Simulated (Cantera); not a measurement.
An isothermal, constant-pressure homogeneous reactor starts with NO : N2 = 1 : 1.5 (molar parts), at 1825 K and 1800 Pa. Integrator tolerance rtol = 1e-08.

Model: GRI-Mech 3.0 (53 species, 325 reactions), integrated in Cantera. Radical loss at walls, strong at low pressure, is not modelled.

What does this change do: pressure from 1800 Pa to 150000 Pa?


```csv
quantity,before,after
x(NO) at 4.00 s,0.390 (gas-phase equilibrium 0.00443),0.141 (gas-phase equilibrium 0.00443)
x(NO2) at 4.00 s,2.14e-5 (gas-phase equilibrium 1.37e-6),0.000323 (gas-phase equilibrium 1.25e-5)
x(O) at 4.00 s,0.000137 (gas-phase equilibrium 0.000512),4.58e-5 (gas-phase equilibrium 5.61e-5)
x(N2O) at 4.00 s,5.48e-5 (gas-phase equilibrium 3.42e-8),8.56e-6 (gas-phase equilibrium 3.13e-7)
x(O2) at 4.00 s,0.00502 (gas-phase equilibrium 0.197),0.129 (gas-phase equilibrium 0.198)
x(N2) at 4.00 s,0.605 (gas-phase equilibrium 0.798),0.730 (gas-phase equilibrium 0.798)
```
